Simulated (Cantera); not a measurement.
## Gas-phase reforming

A perfectly stirred reactor is fed with CH4 : H2O : H2 = 1 : 0.37 : 0.042 (molar parts), at 710000 Pa; it is held at 2025 K, and followed from long to short residence time.

Computed with Cantera and GRI-Mech 3.0 (53 species, 325 reactions). GRI-Mech 3.0 stops at C3 and has no aromatics, soot or wall deposition, so with more carbon than oxygen in the feed, carbon stays in small species such as C2H2 where larger ones or solid carbon would form.

```tsv
τ (s)	x CH4	x H2O	x H2	x CH2O	x OH	x C2H4	x HO2
0.73	0.0195	0.00143	0.737	2.94e-7	1.26e-7	0.00316	<1e-12
0.37	0.0200	0.00278	0.735	3.00e-7	2.45e-7	0.00318	<1e-12
0.18	0.0211	0.00551	0.732	3.12e-7	4.86e-7	0.00321	<1e-12
0.093	0.0228	0.0101	0.728	3.36e-7	8.91e-7	0.00327	<1e-12
0.047	0.0258	0.0180	0.720	3.93e-7	1.60e-6	0.00336	<1e-12
0.023	0.0309	0.0312	0.706	5.27e-7	2.79e-6	0.00352	<1e-12
0.012	0.0378	0.0480	0.688	7.81e-7	4.32e-6	0.00371	<1e-12
0.0059	0.0487	0.0707	0.663	1.32e-6	6.44e-6	0.00397	<1e-12
0.0030	0.0633	0.0948	0.634	2.23e-6	8.73e-6	0.00425	<1e-12
0.0015	0.0842	0.119	0.600	3.76e-6	1.11e-5	0.00462	1.49e-12
```
x: mole fraction; the columns are a selection and need not sum to one.
